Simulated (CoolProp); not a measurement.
n-perfluoropentane at 298.15 K and 0.0572 MPa is throttled through a valve to 0.0387 MPa with no heat exchange. Each further row changes one setting.

Values from CoolProp's reference Helmholtz-energy equation of state, Gao 2022.

```csv
case,temperature change (K),final density (kg/m³)
as stated,?,?
outlet pressure 0.0116 MPa,?,?
outlet pressure 0.0503 MPa,?,?
```

Task: Some entries are withheld; supply them.

Result: 
- as stated, temperature change (K): -0.4
- as stated, final density (kg/m³): 4.60
- outlet pressure 0.0116 MPa, temperature change (K): -0.9
- outlet pressure 0.0116 MPa, final density (kg/m³): 1.36
- outlet pressure 0.0503 MPa, temperature change (K): -0.1
- outlet pressure 0.0503 MPa, final density (kg/m³): 6.02
